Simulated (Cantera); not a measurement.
Input (Python, Cantera):

```python
import numpy as np
import cantera as ct

gas = ct.Solution("gri30.yaml")
gas.TPX = 1975, 5200, {'NO': 1, 'N2': 0.35}
reactor = ct.IdealGasConstPressureReactor(gas, energy="off", clone=False)
net = ct.ReactorNet([reactor])
net.rtol, net.atol = 1e-08, 1e-18
show = ['NO', 'N2', 'NO2', 'O', 'O2']
times = np.geomspace(4e-06, 6, 9)

steps = ct.SolutionArray(gas, extra=["t"])
rows = []
print(f"{'t/s':>10s}{'T/K':>9s}{'P/Pa':>11s}" + "".join(f"{s:>11s}" for s in show))
for t in times:
    while net.time < t:
        t_next = net.step()
        steps.append(gas.state, t=t_next)
    rows.append([np.interp(t, steps.t, y) for y in (steps.T, steps.P, *steps(*show).X.T)])
    print(f"{t:10.3e}{rows[-1][0]:9.1f}{rows[-1][1]:11.4g}" + "".join(f"{x:11.3e}" for x in rows[-1][2:]))
rate = np.gradient(steps.T, steps.t)
print("integrator steps:", len(steps.t))
if steps.T.max() > steps.T[0] + 200:
    print(f"time of steepest temperature rise: {steps.t[rate.argmax()]:.4e} s")
gas.TPX = 1975, 5200, {'NO': 1, 'N2': 0.35}
gas.equilibrate("TP")
print(f"equilibrium (TP): T = {gas.T:.1f} K  " + "  ".join(f"{s} {gas[s].X[0]:.3e}" for s in show))
```

Result:

```
       t/s      T/K       P/Pa         NO         N2        NO2          O         O2
 4.000e-06   1975.0       5200  7.407e-01  2.593e-01  3.936e-11  1.103e-07  1.144e-11
 2.366e-05   1975.0       5200  7.407e-01  2.593e-01  1.367e-09  6.521e-07  3.990e-10
 1.400e-04   1975.0       5200  7.407e-01  2.593e-01  4.652e-08  3.843e-06  1.396e-08
 8.281e-04   1975.0       5200  7.407e-01  2.593e-01  1.388e-06  2.242e-05  4.945e-07
 4.899e-03   1975.0       5200  7.404e-01  2.593e-01  2.199e-05  1.309e-04  2.287e-05
 2.898e-02   1975.0       5200  7.384e-01  2.602e-01  5.573e-05  3.347e-04  8.272e-04
 1.714e-01   1975.0       5200  7.259e-01  2.664e-01  7.090e-05  3.925e-04  7.014e-03
 1.014e+00   1975.0       5200  6.483e-01  3.051e-01  1.233e-04  6.206e-04  4.563e-02
 6.000e+00   1975.0       5200  2.841e-01  4.872e-01  1.200e-04  1.186e-03  2.274e-01
integrator steps: 624
equilibrium (TP): T = 1975.0 K  NO 8.423e-03  N2 6.250e-01  NO2 4.550e-06  O 1.469e-03  O2 3.651e-01
```

Cantera simulation using GRI-Mech 3.0 (53 species, 325 reactions); the numbers are that mechanism's predictions, not measurements.
